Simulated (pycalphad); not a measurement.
Computed with pycalphad from the COST 507 light-alloy database (1999), at 1 atm. The data set is of 1999 and partly superseded. Amounts are mole fractions of atoms.

**Question.** Give the equilibrium state of Ti-62.1Si (at.%) at 927 °C.

**Answer.** SI2TI, fraction 0.726, with 66.7 Si at.%; SITI, fraction 0.274, with 50.0 Si at.%.

Database names, with the compositions (at.%) that they take in these runs: SI2TI: Si 67 Ti 33; SITI: Ti 50 Si 50.
